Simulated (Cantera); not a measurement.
Input: 1 mol SiCl4, 17 mol NH3, 0.83 mol H2, 1.1 mol N2, held at 875 K and 1330 Pa.

Equilibrium computed with Cantera from the NASA thermochemical tables; the gas is ideal and each condensed phase is pure. Candidate condensed phases: NH4Cl, Si, Si3N4; 28 gas species. Equilibrium is a limit: real reactors are often held back by kinetics, nucleation or transport.

Base state: H2 0.653, N2 0.240, HCl 0.107, SiCl4 0.000101 (mole fractions); condensed: Si3N4(s).

### Question
What changes in the equilibrium state with this change: temperature from 875 K to 1448 K?

### Answer
```
species          before    after
-------------  --------  -------
H2                0.653    0.654
N2                0.240    0.241
HCl               0.107    0.104
SiCl2             <1e-9  0.00151
H                 <1e-9  6.46e-5
SiCl3           4.01e-8  7.89e-5
SiCl4          0.000101  1.52e-5
Si3N4(s), mol     0.332    0.313
```
The tables' values for SiCl3 are old estimates; treat these amounts as uncertain.
